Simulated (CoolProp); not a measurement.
The fluid at 476.26 K and 4.86 MPa flows at 0.43 m/s in a round tube of 12.7 mm bore and 0.25 µm roughness, fully developed (64/Re and Nu = 3.66 if laminar; Colebrook and Gnielinski if turbulent). The same conditions are run with several fluids, on thermodynamics alone (safety and materials aside).

Computed with CoolProp (reference Helmholtz-energy equation of state of each fluid (R11: Jacobsen 1992; sulfur hexafluoride: Guder 2009; CF4 (R14): Platzer 1990; isobutane: Bücker 2006; methane: Setzmann 1991)). The equations of Platzer and Polt are older, rougher fits.

| fluid | Reynolds number | Darcy friction factor | pressure drop (Pa/m) | heat-transfer coefficient (W/(m² K)) | mass flow (kg/h) |
|---|---|---|---|---|---|
| R11 | 70600 | 0.0195 | 95.1 | 1460 | 132 |
| sulfur hexafluoride | 41700 | 0.0218 | 31.3 | 232 | 38.6 |
| CF4 (R14) | 22300 | 0.0252 | 19.9 | 145 | 21.2 |
| isobutane | 35800 | 0.0226 | 17.0 | 377 | 20.3 |
| methane | 6370 | 0.0349 | 5.02 | 107 | 3.87 |

Transport values come from each fluid's own correlations; those of R11, CF4 (R14) are estimates that may be off by 10 % or more.
